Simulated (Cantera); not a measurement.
# Equilibrium for metals in furnace atmospheres: Fe + CO2 + CO

Charge: 1 mol Fe, 0.014 mol CO2, 5.2 mol CO, at 0.100 bar.

Equilibrium computed with Cantera from the NASA thermochemical tables; the gas is ideal and each condensed phase is pure. Candidate condensed phases: C, Fe, Fe(CO)5, FeO, Fe2O3, Fe3O4; 15 gas species. The numbers say what is thermodynamically allowed, not how fast it happens.

```csv
T (°C),x CO,x CO2,x Fe,x FeO,x O,n Fe(γ),n Fe(δ),n Fe(l)
950,0.997,0.00269,1.06e-9,<1e-12,<1e-12,1.00,0,0
1000,0.997,0.00269,4.98e-9,<1e-12,<1e-12,1.00,0,0
1050,0.997,0.00269,2.08e-8,<1e-12,<1e-12,1.00,0,0
1100,0.997,0.00269,7.80e-8,<1e-12,<1e-12,1.00,0,0
1150,0.997,0.00269,2.67e-7,4.57e-12,<1e-12,1.000,0,0
1200,0.997,0.00269,8.36e-7,1.97e-11,<1e-12,1.000,0,0
1250,0.997,0.00269,2.43e-6,7.71e-11,1.02e-12,1.000,0,0
1300,0.997,0.00269,6.57e-6,2.75e-10,3.91e-12,1.000,0,0
1350,0.997,0.00269,1.67e-5,9.07e-10,1.38e-11,1.000,0,0
1400,0.997,0.00268,4.01e-5,2.78e-9,4.49e-11,0,1.000,0
1450,0.997,0.00268,9.13e-5,7.93e-9,1.37e-10,0,1.000,0
1500,0.997,0.00268,0.000198,2.13e-8,3.92e-10,0,0.999,0
1550,0.997,0.00268,0.000407,5.36e-8,1.06e-9,0,0,0.998
```
x: gas mole fraction; n: condensed amount in mol.

From 950 °C to 1350 °C the condensed part is Fe(γ). From 1400 °C to 1500 °C the condensed part is Fe(δ). At 1550 °C the condensed part is Fe(l).
